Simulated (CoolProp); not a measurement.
R11 at 296.1 K and 0.0153 MPa flows at 4.1 m/s in a round tube of 25 mm bore and 1.5 µm roughness, fully developed (64/Re and Nu = 3.66 if laminar; Colebrook and Gnielinski if turbulent). Each further row changes one setting.

Computed with CoolProp (reference Helmholtz-energy equation of state, Jacobsen 1992).

```tsv
case	Reynolds number	Darcy friction factor	pressure drop (Pa/m)	heat-transfer coefficient (W/(m² K))	mass flow (kg/h)
as stated	___	0.0322	9.29	8.66	6.22
velocity 8.2 m/s	17300	___	___	___	___
diameter 50 mm	17300	0.0269	___	7.58	___
```

Q: What belongs in the gaps?

A: 
- as stated, Reynolds number: 8630
- velocity 8.2 m/s, Darcy friction factor: 0.0270
- velocity 8.2 m/s, pressure drop (Pa/m): 31.1
- velocity 8.2 m/s, heat-transfer coefficient (W/(m² K)): 15.2
- velocity 8.2 m/s, mass flow (kg/h): 12.4
- diameter 50 mm, pressure drop (Pa/m): 3.88
- diameter 50 mm, mass flow (kg/h): 24.9

Viscosity comes from a separate model (Klein 1997), an estimate that may be off by 10 % or more. Thermal conductivity comes from a separate model (McLinden 2000), an estimate that may be off by 10 % or more.
